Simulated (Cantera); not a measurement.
A perfectly stirred reactor is fed with 0.451 % CH3OH, 1.47 % O2, 98.1 % N2, equivalence ratio 0.46, at 760 Torr; it is held at 1423 K, and followed from long to short residence time.

Model: GRI-Mech 3.0 (53 species, 325 reactions), integrated in Cantera. GRI-Mech 3.0 was tuned for natural gas; its chemistry of methanol as a main component is partial and can be far from experiment.

Problem. Predict: x(CH3OH) at τ = 0.400 s; x(O2) at τ = 0.400 s; x(N2O) at τ = 0.400 s; x(O) at τ = 0.400 s; x(CH3OH) at τ = 14.0 ms; x(O2) at τ = 14.0 ms; x(N2O) at τ = 14.0 ms; x(O) at τ = 14.0 ms.

Solution. 
| Quantity | Value |
|---|---|
| x(CH3OH) at τ = 0.400 s | 1.11e-6 |
| x(O2) at τ = 0.400 s | 0.00794 |
| x(N2O) at τ = 0.400 s | 6.24e-7 |
| x(O) at τ = 0.400 s | 2.47e-5 |
| x(CH3OH) at τ = 14.0 ms | 6.48e-6 |
| x(O2) at τ = 14.0 ms | 0.00818 |
| x(N2O) at τ = 14.0 ms | 3.44e-7 |
| x(O) at τ = 14.0 ms | 0.000174 |
